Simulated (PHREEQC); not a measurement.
Dissolve 1.1 mmol/kgw CaCl2, 1.9 mmol/kgw Na2HPO4 and 0.18 mmol/kgw MgSO4 at 20 °C. Closed to the air; pH follows from the charge balance.

The numbers come from PHREEQC with the ion-association model, phreeqc.dat.

Q: The ionic strength comes out as 0.00790 mol/kgw. What activity coefficients do SO4-2, CaH2PO4+, NaHPO4-, Mg+2, Na+ get?

A: SO4-2 0.70, CaH2PO4+ 0.91, NaHPO4- 0.91, Mg+2 0.70, Na+ 0.91.

Precipitation was switched off in this run. Examples of supersaturated solids here: Hydroxyapatite. Others may be too.
